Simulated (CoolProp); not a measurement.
Properties of n-dodecane along the isobar 1.16 MPa (Tc = 658.1 K, pc = 1.818 MPa, ω = 0.574).

Computed with CoolProp (reference Helmholtz-energy equation of state, Lemmon 2004). It is a short technical equation, of lower accuracy than the large ones.

```json
[
 {"T (K)": "320", "phase": "liquid", "Z": "0.1017", "cp (kJ/(kg K))": "2.285", "speed of sound (m/s)": "1203", "expansivity (1/kK)": "1.004", "conductivity (mW/(m K))": "131"},
 {"T (K)": "329.5", "phase": "liquid", "Z": "0.09969", "cp (kJ/(kg K))": "2.319", "speed of sound (m/s)": "1168", "expansivity (1/kK)": "1.014", "conductivity (mW/(m K))": "128"},
 {"T (K)": "338.9", "phase": "liquid", "Z": "0.09785", "cp (kJ/(kg K))": "2.354", "speed of sound (m/s)": "1133", "expansivity (1/kK)": "1.026", "conductivity (mW/(m K))": "126"},
 {"T (K)": "348.3", "phase": "liquid", "Z": "0.09614", "cp (kJ/(kg K))": "2.389", "speed of sound (m/s)": "1100", "expansivity (1/kK)": "1.039", "conductivity (mW/(m K))": "124"},
 {"T (K)": "357.8", "phase": "liquid", "Z": "0.09452", "cp (kJ/(kg K))": "2.425", "speed of sound (m/s)": "1067", "expansivity (1/kK)": "1.055", "conductivity (mW/(m K))": "122"},
 {"T (K)": "367.2", "phase": "liquid", "Z": "0.09303", "cp (kJ/(kg K))": "2.462", "speed of sound (m/s)": "1035", "expansivity (1/kK)": "1.071", "conductivity (mW/(m K))": "120"},
 {"T (K)": "376.6", "phase": "liquid", "Z": "0.09163", "cp (kJ/(kg K))": "2.498", "speed of sound (m/s)": "1003", "expansivity (1/kK)": "1.090", "conductivity (mW/(m K))": "118"},
 {"T (K)": "386.1", "phase": "liquid", "Z": "0.09032", "cp (kJ/(kg K))": "2.536", "speed of sound (m/s)": "971.6", "expansivity (1/kK)": "1.110", "conductivity (mW/(m K))": "116"},
 {"T (K)": "395.5", "phase": "liquid", "Z": "0.08911", "cp (kJ/(kg K))": "2.573", "speed of sound (m/s)": "940.9", "expansivity (1/kK)": "1.133", "conductivity (mW/(m K))": "114"},
 {"T (K)": "404.9", "phase": "liquid", "Z": "0.08798", "cp (kJ/(kg K))": "2.611", "speed of sound (m/s)": "910.7", "expansivity (1/kK)": "1.157", "conductivity (mW/(m K))": "112"},
 {"T (K)": "414.4", "phase": "liquid", "Z": "0.08692", "cp (kJ/(kg K))": "2.649", "speed of sound (m/s)": "880.5", "expansivity (1/kK)": "1.185", "conductivity (mW/(m K))": "111"},
 {"T (K)": "423.8", "phase": "liquid", "Z": "0.08596", "cp (kJ/(kg K))": "2.687", "speed of sound (m/s)": "850.9", "expansivity (1/kK)": "1.214", "conductivity (mW/(m K))": "109"}
]
```

Thermal conductivity comes from a separate model (Huber 2004).
